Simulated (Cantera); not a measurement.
Feed: 1 mol Si3N4, 0.25 mol H2O, 7.3 mol H2, 1.2 mol HF, at 650 °C and 2.10 Pa.

Equilibrium computed with Cantera from the NASA thermochemical tables; the gas is ideal and each condensed phase is pure. Candidate condensed phases: H2O, Si, SiO2, Si2N2O, Si3N4; 58 gas species. The tables' values for SiF3 are old estimates; treat these amounts as uncertain. Equilibrium is a limit: real reactors are often held back by kinetics, nucleation or transport.

Base state: H2 0.933, SiF4 0.0342, N2 0.0324, HF 0.000392, SiHF3 4.46e-5, SiF3 1.94e-5 (mole fractions); condensed: Si2N2O(s) + Si3N4(s).

Q: What changes in the equilibrium state with this change: HF from 1.2 to 6.8 mol?

A: 
```
species           before     after
--------------  --------  --------
H2                 0.933     0.789
SiF4              0.0342     0.122
N2                0.0324    0.0877
SiF3             1.94e-5   4.27e-5
SiHF3            4.46e-5   9.05e-5
HF              0.000392  0.000586
Si2N2O(s), mol     0.250     0.250
Si3N4(s), mol      0.734     0.267
```
